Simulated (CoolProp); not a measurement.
Vapour pressure (bar) of R1132(E): the reference equation beside estimates from Tc = 75.7 °C, pc = 51.74 bar, ω = 0.245. Clausius-Clapeyron is anchored at 13.85 °C with a constant enthalpy of vaporisation of 14.86 kJ/mol.

Values from CoolProp's reference Helmholtz-energy equation of state, Akasaka 2024.

| T (°C) | reference | Clausius-Clapeyron | van der Waals | Redlich-Kwong | Peng-Robinson |
|---|---|---|---|---|---|
| -5.15 | 6.932 | 7.896 | 16.41 | 9.476 | 6.889 |
| -1.35 | 7.826 | 8.668 | 17.54 | 10.52 | 7.779 |
| 2.45 | 8.802 | 9.491 | 18.72 | 11.64 | 8.753 |
| 6.25 | 9.867 | 10.37 | 19.95 | 12.84 | 9.816 |
| 10.05 | 11.02 | 11.29 | 21.23 | 14.12 | 10.97 |
| 13.85 | 12.28 | 12.28 | 22.55 | 15.48 | 12.23 |
| 17.55 | 13.60 | 13.29 | 23.90 | 16.90 | 13.56 |
| 21.35 | 15.06 | 14.39 | 25.33 | 18.44 | 15.03 |
| 25.15 | 16.64 | 15.55 | 26.81 | 20.07 | 16.61 |
| 28.95 | 18.33 | 16.76 | 28.35 | 21.80 | 18.32 |
| 32.75 | 20.15 | 18.04 | 29.93 | 23.63 | 20.15 |
| 36.55 | 22.10 | 19.38 | 31.58 | 25.56 | 22.12 |
| 40.25 | 24.13 | 20.75 | 33.23 | 27.53 | 24.17 |
| 44.05 | 26.36 | 22.22 | 34.98 | 29.66 | 26.42 |
| 47.85 | 28.73 | 23.75 | 36.79 | 31.90 | 28.83 |

Absolute difference from the reference over all 15 rows, mean and median: Clausius-Clapeyron 8.8 and 8.6 %, van der Waals 73.4 and 68.2 %, Redlich-Kwong 23.0 and 22.4 %, Peng-Robinson 0.3 and 0.3 %.
